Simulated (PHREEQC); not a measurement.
PHREEQC input (ion-association model, wateq4f.dat):

```
SOLUTION_MASTER_SPECIES
  An  An-  0  An  62.0  # stands for a non-complexing anion
SOLUTION_SPECIES
  An- = An-
    -log_k 0
    -gamma 3.0 0
PHASES
  Fix_H+
    H+ = H+
    -log_k 0
SOLUTION 1
  temp 25
  units mmol/kgw
  pH 7 charge
  Cl 0.598
  Mn(2) 0.27
  Pb 0.029
  Na 5
  An 5
END
SELECTED_OUTPUT 1
  -reset false
  -pH true
  -pe true
  -ionic_strength true
  -water true
  -totals Cl Mn Na Pb Mn(2) Mn(3) Mn(6) Mn(7)
  -molalities Hfo_wOH Hfo_wOH2+ Hfo_wO- Hfo_sOH Hfo_sOH2+ Hfo_sO- Hfo_sOMn+ Hfo_wOMn+ Hfo_sOPb+ Hfo_wOPb+
  -saturation_indices Pyrochroite Litharge Cotunnite Laurionite Halite
USER_PUNCH 1
  -headings sigma psi
  10 PUNCH EDL("sigma", "Hfo"), EDL("psi", "Hfo")
PRINT
  -reset false
USE solution 1
SURFACE 1
  Hfo_wOH 0.00404494 600 1.8
  Hfo_sOH 0.000101124
EQUILIBRIUM_PHASES 1
  Fix_H+ -3 HAn 10
    -force_equality true
END
# ... the last block is repeated for the other 16 points of pH, with NaOH or the acid as the point needs
```

Selected output (columns that matter, 17 of 17 rows; pH added in front):

```
pH	mu	Cl	Mn	Na	Pb	m_Hfo_wOH	m_Hfo_wOH2+	m_Hfo_wO-	si_Pyrochroite	si_Litharge	si_Cotunnite	si_Halite	sigma	psi
3	0.0087445	0.000598	0.00027	0.005	2.5713e-05	0.00058873	0.0034539	2.2989e-06	-12.931	-11.486	-6.5296	-7.1917	0.31614	0.20832
3.5	0.0076514	0.000598	0.00027	0.005	1.4814e-05	0.0011868	0.0028468	1.1334e-05	-11.922	-10.716	-6.7543	-7.1867	0.26005	0.20172
4	0.0070379	0.000598	0.00026998	0.005	3.8567e-06	0.0018224	0.0021877	3.478e-05	-10.916	-10.295	-7.3298	-7.1836	0.19821	0.18993
4.5	0.0066436	0.000598	0.00026988	0.005	6.0989e-07	0.0023473	0.0016196	7.7932e-05	-9.913	-10.092	-8.125	-7.1816	0.14277	0.17458
5	0.0063676	0.000598	0.00026913	0.005	8.5333e-08	0.0027107	0.001193	0.0001411	-8.9117	-9.9438	-8.9753	-7.1802	0.098304	0.15655
5.5	0.0061576	0.000598	0.00026395	0.005	1.2187e-08	0.0029274	0.00089873	0.00021844	-7.9181	-9.7883	-9.8187	-7.1791	0.064909	0.13623
6	0.0059517	0.000598	0.00024038	0.005	2.3389e-09	0.0030403	0.00070006	0.00030248	-6.9567	-9.5074	-10.537	-7.178	0.041152	0.11404
6.5	0.0057345	0.000598	0.00019829	0.005	9.3357e-10	0.0030815	0.0005642	0.00038557	-6.0381	-8.9177	-10.946	-7.1767	0.025013	0.090351
7	0.0056447	0.000598	0.00012905	0.005176	5.303e-10	0.0030497	0.0004586	0.00046461	-5.2238	-8.2033	-11.23	-7.1611	0.014646	0.065831
7.5	0.0055909	0.000598	3.6291e-05	0.0054386	1.7255e-10	0.0029668	0.00036978	0.0005453	-4.7744	-7.8001	-11.827	-7.1392	0.0077836	0.041075
8	0.0055902	0.00059799	4.8672e-06	0.005562	3.8803e-11	0.0029257	0.00032912	0.00059583	-4.6475	-7.6859	-12.713	-7.1294	0.0024429	0.014131
8.5	0.0056153	0.00059799	5.3667e-07	0.005627	1.045e-11	0.002908	0.00030666	0.00063174	-4.6072	-7.6473	-13.674	-7.1245	-0.0023873	-0.013787
9	0.0056533	0.00059799	5.8849e-08	0.0056976	3.8558e-12	0.0028892	0.00028446	0.00067224	-4.5736	-7.6138	-14.641	-7.1193	-0.0079482	-0.041602
9.5	0.0057204	0.00059799	6.8326e-09	0.0058085	2.0857e-12	0.0028587	0.00025605	0.00073113	-4.5278	-7.568	-15.595	-7.1113	-0.015746	-0.068749
10	0.0058613	0.00059799	9.1117e-10	0.006016	1.781e-12	0.0028021	0.00021778	0.00082596	-4.4574	-7.4977	-16.526	-7.0968	-0.027642	-0.094681
10.5	0.0062005	0.00059799	1.6134e-10	0.0064586	2.4776e-12	0.0026931	0.00016888	0.00098385	-4.347	-7.3873	-17.417	-7.0678	-0.046124	-0.11875
11	0.0071138	0.00059798	4.5225e-11	0.0075344	6.5004e-12	0.0024808	0.00011258	0.0012524	-4.1709	-7.2112	-18.246	-7.0056	-0.075155	-0.14001
```

Species that the database lacks are ignored. The oxide is taken as insoluble; below pH 4 it would dissolve.
